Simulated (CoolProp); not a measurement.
Carbon dioxide along the isobar 399 bar: density (kg/m³) from the reference equation and from simpler models built on Tc = 31.0 °C, pc = 73.77 bar, ω = 0.224; each cubic takes its own stable root.

The numbers come from the reference Helmholtz-energy equation of state, Span 1996 in CoolProp.

| T (°C) | phase | reference |
|---|---|---|
| -44.75 | liquid | 1211 |
| -33.45 | liquid | 1179 |
| -22.25 | liquid | 1147 |
| -11.05 | liquid | 1114 |
| 0.25 | liquid | 1080 |
| 11.45 | liquid | 1046 |
| 22.75 | liquid | 1011 |
| 33.95 | supercritical | 975.3 |
| 45.25 | supercritical | 938.5 |
| 56.45 | supercritical | 901.5 |
| 67.65 | supercritical | 864.0 |

Problem. How far does each simpler model (van der Waals, Redlich-Kwong, Soave-Redlich-Kwong, Peng-Robinson) lie from the reference over these 11 states: mean and median of the absolute difference, and the worst?

Solution. 
- van der Waals: mean 28.5 %, median 29.0 %, worst -33.3 % at -44.75 °C and 399 bar
- Redlich-Kwong: mean 6.6 %, median 6.8 %, worst -7.6 % at -44.75 °C and 399 bar
- Soave-Redlich-Kwong: mean 6.3 %, median 6.0 %, worst -7.4 % at 67.65 °C and 399 bar
- Peng-Robinson: mean 4.6 %, median 5.1 %, worst +5.8 % at -33.45 °C and 399 bar
